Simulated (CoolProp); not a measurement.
Values from CoolProp's reference Helmholtz-energy equation of state, de Reuck 1990.

**Question.** For fluorine, give the phase and the cp (kJ/(kg K)) at -121.15 °C and 101 kPa; -22.45 °C and 101 kPa.

**Answer.** 
- -121.15 °C and 101 kPa: gas; cp 0.777
- -22.45 °C and 101 kPa: gas; cp 0.803
